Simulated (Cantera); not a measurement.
An adiabatic, constant-volume homogeneous reactor starts with 10.9 % CH3OH, 18.7 % O2, 70.4 % N2, equivalence ratio 0.87, at 1375 K and 1200000 Pa.

Detailed kinetics in Cantera: GRI-Mech 3.0 (53 species, 325 reactions). GRI-Mech 3.0 was tuned for natural gas; its chemistry of methanol as a main component is partial and can be far from experiment. The pressure lies above the range GRI-Mech 3.0 was tuned for (to about 10 atm). Above 3000 K some thermodynamic fits are extrapolated.

**Question.** Predict: time of steepest temperature rise; temperature at 6.00 s; equilibrium temperature; x(O2) at 6.00 s; x(N2O) at 6.00 s; x(H2) at 6.00 s.

**Answer.** 
- time of steepest temperature rise: 0.104 ms
- temperature at 6.00 s: 2993 K
- equilibrium temperature: 2993 K
- x(O2) at 6.00 s: 0.0269 (gas-phase equilibrium 0.0269)
- x(N2O) at 6.00 s: 4.17e-6 (gas-phase equilibrium 4.17e-6)
- x(H2) at 6.00 s: 0.00912 (gas-phase equilibrium 0.00912)
